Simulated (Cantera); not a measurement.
Input: 1 mol CS2, 0.74 mol O2, 1.7 mol H2, at 0.133 bar.

These are equilibrium values from Cantera (NASA tables, ideal gas, pure condensed phases), not measurements of a reactor. Candidate condensed phases: C, C6H6, C7H8, C8H18, H2O, H2SO4, S; 146 gas species. Ions and electrons are included (thermal ionisation). Kinetics and transport are ignored.

Problem. At 4500 K, list the 5 most abundant gas species with their mole fractions, and the condensed phases.

Solution. H 0.490, S 0.289, CO 0.146, O 0.0682, H2 0.00268. Condensed: gas only.
